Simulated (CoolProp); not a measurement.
Saturated liquid density (kg/m³) of R21: the reference equation beside estimates from Tc = 452.7 K, pc = 52.89 bar, ω = 0.206. Rackett uses Z = 0.29056 − 0.08775 ω.

Computed with CoolProp (reference Helmholtz-energy equation of state, Platzer 1990). This equation is an older, rougher fit; its heat capacities, sound speeds and derivatives of the liquid may be far off and weren't checked against measurements.

| T (K) | reference | Rackett | Soave-Redlich-Kwong |
|---|---|---|---|
| 350.5 | 1229 | 1242 | 1134 |
| 360.1 | 1200 | 1213 | 1102 |
| 369.7 | 1170 | 1182 | 1067 |
| 379.3 | 1137 | 1150 | 1029 |
| 388.9 | 1103 | 1116 | 988.2 |
| 398.4 | 1065 | 1079 | 944.3 |
| 408 | 1024 | 1038 | 895.4 |
| 417.6 | 977.2 | 992.8 | 840.7 |
| 427.2 | 922.4 | 940.0 | 777.7 |

Absolute difference from the reference over all 9 rows, mean and median: Rackett 1.3 and 1.2 %, Soave-Redlich-Kwong 10.9 and 10.4 %.
